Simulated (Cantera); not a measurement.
**Thermodynamics of titanium nitride, carbide and oxide coatings, feed Ti + H2O + H2**

Charge: 1 mol Ti, 0.16 mol H2O, 6 mol H2, at 82.0 Pa.

Method: chemical equilibrium by Gibbs-energy minimisation in Cantera with the NASA 1993 tables (ideal gas, pure condensed phases). Candidate condensed phases: H2O, Ti, TiO, TiO2, Ti2O3, Ti3O5, Ti4O7; 12 gas species. Each liquid is taken as pure. Mutual solubility and eutectic melting of coexisting phases are not modelled. TiO: taken at fixed stoichiometry. Condensed phases not in the tables: N, O or C dissolved in the metal. The numbers say what is thermodynamically allowed, not how fast it happens.

```csv
T (°C),log p H2,log p H,log p Ti,log p TiO,log p H2O,log p TiO2,log p OH,log p O,n Ti(β),n TiO(s),n Ti(l),n TiO(l)
1002,-3.09,-7.68,-11.80,-14.56,-13.07,<-15,<-15,<-15,0.840,0.160,0,0
1102,-3.09,-7.01,-10.42,-12.85,-12.23,<-15,<-15,<-15,0.840,0.160,0,0
1202,-3.09,-6.43,-9.24,-11.38,-11.50,<-15,<-15,<-15,0.840,0.160,0,0
1302,-3.09,-5.92,-8.21,-10.10,-10.87,<-15,<-15,<-15,0.840,0.160,0,0
1402,-3.09,-5.48,-7.30,-8.98,-10.32,-13.79,-14.02,<-15,0.840,0.160,0,0
1502,-3.09,-5.08,-6.50,-7.99,-9.83,-12.51,-13.03,<-15,0.838,0.160,0,0
1602,-3.10,-4.73,-5.78,-7.12,-9.41,-11.37,-12.15,-13.91,0.827,0.159,0,0
1702,-3.11,-4.42,-5.15,-6.33,-9.03,-10.35,-11.36,-12.80,0,0.156,0.785,0
1802,-3.14,-4.15,-4.59,-5.66,-8.72,-9.47,-10.67,-11.82,0,0,0.631,0.142
1902,-3.22,-3.92,-4.09,-5.07,-8.52,-8.73,-10.09,-10.95,0,0,0.0866,0.0818
```
log p: log10 of the partial pressure in bar; n: condensed amount in mol.

From 1002 °C to 1602 °C the condensed part is Ti(β) + TiO(s). At 1702 °C the condensed part is Ti(l) + TiO(s). From 1802 °C to 1902 °C the condensed part is Ti(l) + TiO(l).
